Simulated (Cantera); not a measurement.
A freely propagating, adiabatic, planar premixed flame of 37.1 % H₂, 13.2 % O₂, 49.7 % N₂, equivalence ratio 1.4, unburnt at 575 K and 1.70 bar; mixture-averaged transport, grid criteria slope 0.08 and curve 0.16, no radiation.

Detailed kinetics in Cantera: the H2/O2 subset of GRI-Mech 3.0, which has no nitrogen chemistry. Burning velocities carry a grid error of a few per cent, more on coarse grids.

x: mole fraction of selected species; z is measured from the peak of heat release.

```json
[
 {"z (mm)": "-0.673", "T (K)": "575", "u (m/s)": "8.45", "x H₂": "0.371", "x O₂": "0.132", "x OH": "<1e-8", "x H₂O₂": "<1e-8", "x H": "<1e-8", "x O": "<1e-8"},
 {"z (mm)": "-0.449", "T (K)": "575", "u (m/s)": "8.45", "x H₂": "0.371", "x O₂": "0.132", "x OH": "<1e-8", "x H₂O₂": "<1e-8", "x H": "<1e-8", "x O": "<1e-8"},
 {"z (mm)": "-0.337", "T (K)": "575", "u (m/s)": "8.45", "x H₂": "0.371", "x O₂": "0.132", "x OH": "<1e-8", "x H₂O₂": "<1e-8", "x H": "<1e-8", "x O": "<1e-8"},
 {"z (mm)": "-0.224", "T (K)": "575", "u (m/s)": "8.45", "x H₂": "0.371", "x O₂": "0.132", "x OH": "<1e-8", "x H₂O₂": "<1e-8", "x H": "<1e-8", "x O": "<1e-8"},
 {"z (mm)": "-0.112", "T (K)": "591", "u (m/s)": "8.64", "x H₂": "0.367", "x O₂": "0.133", "x OH": "4.36e-5", "x H₂O₂": "4.00e-6", "x H": "0.000114", "x O": "6.92e-6"},
 {"z (mm)": "-0.0561", "T (K)": "820", "u (m/s)": "11.7", "x H₂": "0.333", "x O₂": "0.127", "x OH": "0.000950", "x H₂O₂": "2.56e-5", "x H": "0.00632", "x O": "0.000322"},
 {"z (mm)": "0", "T (K)": "1279", "u (m/s)": "17.6", "x H₂": "0.229", "x O₂": "0.0881", "x OH": "0.00348", "x H₂O₂": "6.36e-6", "x H": "0.0414", "x O": "0.00440"},
 {"z (mm)": "0.0561", "T (K)": "1602", "u (m/s)": "21.8", "x H₂": "0.133", "x O₂": "0.0308", "x OH": "0.00857", "x H₂O₂": "2.76e-6", "x H": "0.0726", "x O": "0.00769"},
 {"z (mm)": "0.112", "T (K)": "1753", "u (m/s)": "23.7", "x H₂": "0.108", "x O₂": "0.0121", "x OH": "0.0112", "x H₂O₂": "1.68e-6", "x H": "0.0748", "x O": "0.00714"},
 {"z (mm)": "0.224", "T (K)": "1903", "u (m/s)": "25.4", "x H₂": "0.106", "x O₂": "0.00652", "x OH": "0.0128", "x H₂O₂": "9.34e-7", "x H": "0.0635", "x O": "0.00585"},
 {"z (mm)": "0.449", "T (K)": "2054", "u (m/s)": "27.2", "x H₂": "0.110", "x O₂": "?", "x OH": "0.0130", "x H₂O₂": "?", "x H": "?", "x O": "?"},
 {"z (mm)": "0.898", "T (K)": "2194", "u (m/s)": "28.7", "x H₂": "0.113", "x O₂": "0.00273", "x OH": "0.0118", "x H₂O₂": "2.89e-7", "x H": "0.0349", "x O": "0.00257"},
 {"z (mm)": "1.80", "T (K)": "2311", "u (m/s)": "30.0", "x H₂": "0.115", "x O₂": "0.00144", "x OH": "0.00960", "x H₂O₂": "1.75e-7", "x H": "0.0236", "x O": "0.00135"}
]
```

Problem. Fill in the missing entries.

Solution. 
- 0.449, x O₂: 0.00446
- 0.449, x H₂O₂: 5.06e-7
- 0.449, x H: 0.0486
- 0.449, x O: 0.00418
